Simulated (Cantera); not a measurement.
Charge: 1 mol B2H6, 0.2 mol NH3, 0.67 mol H2, at 180 Pa.

These are equilibrium values from Cantera (NASA tables, ideal gas, pure condensed phases), not measurements of a reactor. Candidate condensed phases: B, BN; 15 gas species. The feed counts by its element totals alone. Mutual solubility and eutectic melting of coexisting phases are not modelled. The numbers say what is thermodynamically allowed, not how fast it happens.

Problem. Which condensed phases are stable at each of these points (T (K)): 1475, 1525, 1575, 1625, 1675, 1725, 1775, 1825, 1875, 1925, 1975, 2025?

Solution. 
```
T (K)  condensed phases  B condensed (%)
-----  ----------------  ---------------
1475       B(s) + BN(s)            100.0
1525       B(s) + BN(s)            100.0
1575       B(s) + BN(s)            100.0
1625       B(s) + BN(s)            100.0
1675       B(s) + BN(s)            100.0
1725       B(s) + BN(s)            100.0
1775       B(s) + BN(s)            100.0
1825       B(s) + BN(s)            100.0
1875       B(s) + BN(s)            100.0
1925       B(s) + BN(s)             99.9
1975               B(s)             99.9
2025               B(s)             99.9
```

From 1475 K to 1925 K the condensed part is B(s) + BN(s). From 1975 K to 2025 K the condensed part is B(s).
